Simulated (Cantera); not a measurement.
# Hydrocarbon pyrolysis for carbon deposition

An isothermal, constant-pressure homogeneous reactor starts with 13.5 % C2H6, 86.5 % N2, at 1300 K and 0.0263 atm.

Computed with Cantera and GRI-Mech 3.0 (53 species, 325 reactions). GRI-Mech 3.0 stops at C3 and has no aromatics, soot or wall deposition, so with more carbon than oxygen in the feed, carbon stays in small species such as C2H2 where larger ones or solid carbon would form. Radical loss at walls, strong at low pressure, is not modelled.

| t (s) | x C2H6 | x CH4 | x C2H4 | x H | x C2H2 |
|---|---|---|---|---|---|
| 0.000400 | 0.135 | 4.17e-5 | 5.61e-5 | 2.28e-6 | 2.12e-9 |
| 0.00189 | 0.131 | 0.000688 | 0.00283 | 1.64e-5 | 6.06e-6 |
| 0.00894 | 0.0986 | 0.00732 | 0.0268 | 2.58e-5 | 0.000727 |
| 0.0423 | 0.0205 | 0.0295 | 0.0736 | 3.54e-5 | 0.0122 |
| 0.200 | 0.000374 | 0.0352 | 0.0585 | 9.63e-6 | 0.0399 |
| 0.946 | 1.19e-5 | 0.0347 | 0.0399 | 2.11e-6 | 0.0570 |
| 4.47 | 3.73e-6 | 0.0340 | 0.0189 | 1.55e-6 | 0.0761 |
| 21.1 | 1.87e-6 | 0.0333 | 0.00172 | 1.64e-6 | 0.0917 |
| 100 | 1.75e-6 | 0.0325 | 0.00121 | 1.67e-6 | 0.0925 |
x: mole fraction; the columns are a selection and need not sum to one.

Equilibrium at this temperature and pressure: C2H6 2.64e-7, CH4 0.00628, C2H4 0.000965, H 3.08e-6, C2H2 0.0625 (gas phase only).
